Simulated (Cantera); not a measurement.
Cantera run:

```python
import numpy as np
import cantera as ct

gas_names = """
    B BH BH2 BH3 BO BO2 B2 B2O B2O2 B2O3 B3O3H3 H HBO HBO2 HO2 H2 H2O H2O2 H3B3O6 O OH O2 O3
""".split()
cond_names = """
    B(b) B(L) B2O3(L) B3O3H3(cr) H2O(s) H2O(L)
""".split()


def load(file, names, dense=False):
    # The tables refer to 1 bar. Condensed volumes are neglected.
    table = {s.name: s for s in ct.Species.list_from_file(file)}
    out = []
    for n in names:
        d = dict(table[n].input_data)
        d["thermo"] = dict(d["thermo"], **{"reference-pressure": 1e5})
        if dense:
            d["equation-of-state"] = {"model": "constant-volume", "density": "1e6 g/cm^3"}
        out.append(ct.Species.from_dict(d))
    return out


gas = ct.Solution(thermo="ideal-gas", species=load("nasa_gas.yaml", gas_names))
cond = {s.name: ct.Solution(thermo="fixed-stoichiometry", species=[s], name=s.name)
        for s in load("nasa_condensed.yaml", cond_names, dense=True)}
atoms = {
    'B': {'B': 1},
    'O2': {'O': 2},
    'H2': {'H': 2},
}
top_T = {}  # K; cautious upper limits of use, not melting points


def equilibrate(T, P, feed):
    n = {}
    for name, mol in feed.items():
        for a, k in atoms[name].items():
            n[a] = n.get(a, 0.0) + k * mol
    gas.TPX = T, P, n
    mass = sum(n.values()) * gas.mean_molecular_weight
    gas.equilibrate("TP")
    valid = [c for c in cond.values() if c.min_temp <= T <= top_T.get(c.name, c.max_temp)]
    mix = ct.Mixture([(gas, mass / gas.mean_molecular_weight)] + [(c, 0.0) for c in valid])
    mix.T, mix.P = T, P
    mix.equilibrate("TP", solver="vcs", rtol=1e-11, max_steps=5000)
    return mix


results = []
T = 2073.15  # K
P = 50000  # Pa
for m in [0.46, 0.78, 1.1, 1.4, 1.7, 2.1, 2.4, 2.7]:
    feed = {'B': 1, 'O2': m, 'H2': 2.6}  # mol
    mix = equilibrate(T, P, feed)
    results.append((T, P, feed, dict(zip(mix.species_names, mix.species_moles))))
    x = sorted(zip(gas.X, gas.species_names), reverse=True)
    print(f"T = {T:g} K  P = {P:g} Pa  n(O2) = {m:g} mol  gas = {mix.phase_moles(0):.4g} mol")
    print("   x: " + "  ".join(f"{s} {v:.3e}" for v, s in x if v > 1e-05))
    print("   condensed (mol): " + ("  ".join(f"{mix.phase(i).name} {mix.phase_moles(i):.4g}"
          for i in range(1, mix.n_phases) if mix.phase_moles(i) > 1e-12) or "none"))
```

Output:

```
T = 2073.15 K  P = 50000 Pa  n(O2) = 0.46 mol  gas = 3.057 mol
   x: H2 7.772e-01  HBO 1.381e-01  B2O2 6.012e-02  B2O3 9.223e-03  BO 7.907e-03  H 3.282e-03  HBO2 3.154e-03  BH2 5.453e-04  B3O3H3 1.456e-04  B2O 1.391e-04  H2O 1.260e-04  BH3 2.084e-05
   condensed (mol): B(b) 0.1161
T = 2073.15 K  P = 50000 Pa  n(O2) = 0.78 mol  gas = 3.109 mol
   x: H2 7.592e-01  B2O3 8.640e-02  HBO2 8.409e-02  HBO 4.740e-02  H2O 9.559e-03  B2O2 7.251e-03  H 3.244e-03  BO 2.746e-03  BO2 4.929e-05
   condensed (mol): none
T = 2073.15 K  P = 50000 Pa  n(O2) = 1.1 mol  gas = 3.106 mol
   x: H2 6.022e-01  HBO2 2.194e-01  H2O 1.200e-01  B2O3 4.684e-02  HBO 7.812e-03  H 2.889e-03  BO 5.082e-04  B2O2 2.484e-04  BO2 1.444e-04  OH 6.549e-05
   condensed (mol): none
T = 2073.15 K  P = 50000 Pa  n(O2) = 1.4 mol  gas = 3.105 mol
   x: H2 4.149e-01  H2O 2.885e-01  HBO2 2.629e-01  B2O3 2.799e-02  HBO 2.684e-03  H 2.398e-03  BO 2.103e-04  BO2 2.085e-04  OH 1.897e-04  B2O2 4.254e-05  H3B3O6 1.045e-05
   condensed (mol): none
T = 2073.15 K  P = 50000 Pa  n(O2) = 1.7 mol  gas = 3.104 mol
   x: H2O 4.713e-01  HBO2 2.815e-01  H2 2.240e-01  B2O3 1.963e-02  H 1.762e-03  HBO 9.494e-04  OH 4.218e-04  BO2 3.038e-04  BO 1.013e-04  H3B3O6 1.282e-05
   condensed (mol): none
T = 2073.15 K  P = 50000 Pa  n(O2) = 2.1 mol  gas = 3.162 mol
   x: H2O 6.732e-01  HBO2 2.855e-01  O2 1.586e-02  B2O3 1.414e-02  OH 4.677e-03  H2 3.718e-03  BO2 2.392e-03  H 2.270e-04  O 2.049e-04  H3B3O6 1.338e-05  HBO 1.119e-05
   condensed (mol): none
T = 2073.15 K  P = 50000 Pa  n(O2) = 2.4 mol  gas = 3.463 mol
   x: H2O 6.161e-01  HBO2 2.596e-01  O2 9.887e-02  B2O3 1.278e-02  OH 7.068e-03  BO2 3.592e-03  H2 1.363e-03  O 5.115e-04  H 1.374e-04  H3B3O6 1.006e-05
   condensed (mol): none
T = 2073.15 K  P = 50000 Pa  n(O2) = 2.7 mol  gas = 3.764 mol
   x: H2O 5.666e-01  HBO2 2.383e-01  O2 1.699e-01  B2O3 1.170e-02  OH 7.762e-03  BO2 3.936e-03  H2 9.561e-04  O 6.706e-04  H 1.151e-04
   condensed (mol): none
```

These are equilibrium values from Cantera (NASA tables, ideal gas, pure condensed phases), not measurements of a reactor. The tables' values for BH2 are old estimates; treat these amounts as uncertain. Gases not in the tables: B2H6 and higher boranes.
